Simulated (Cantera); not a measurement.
A closed system holds: 1 mol Fe(CO)₅, 76 mol H₂, at 1052 °C.

Cantera equilibrium calculation (NASA polynomials, part measured and part estimated; ideal gas, pure solids and liquids). Candidate condensed phases: C, C₆H₆, C₇H₈, C₈H₁₈, Fe, Fe(CO)₅, FeO, Fe(OH)₂, Fe(OH)₃, Fe₂O₃, Fe₃O₄, H₂O; 114 gas species. The numbers say what is thermodynamically allowed, not how fast it happens.

x: gas mole fraction; n: condensed amount in mol.

| P (Pa) | x H₂ | x CO | x CH₄ | x H₂O | n Fe(γ) |
|---|---|---|---|---|---|
| 10 | 0.938 | 0.0617 | 1.27e-7 | 1.94e-7 | 0.998 |
| 68 | 0.938 | 0.0617 | 1.03e-6 | 1.10e-6 | 1.000 |
| 460 | 0.938 | 0.0617 | 7.29e-6 | 7.15e-6 | 1.000 |
| 3200 | 0.938 | 0.0617 | 5.10e-5 | 4.94e-5 | 1.000 |
| 22000 | 0.938 | 0.0614 | (withheld) | (withheld) | 1.000 |
| 150000 | 0.936 | 0.0596 | (withheld) | (withheld) | 1.00 |
| 1000000 | 0.923 | 0.0492 | 0.0139 | 0.0135 | 1.00 |

Q: Fill in the missing entries.

A: 
- 22000, x CH₄: 0.000350
- 22000, x H₂O: 0.000338
- 150000, x CH₄: 0.00234
- 150000, x H₂O: 0.00227
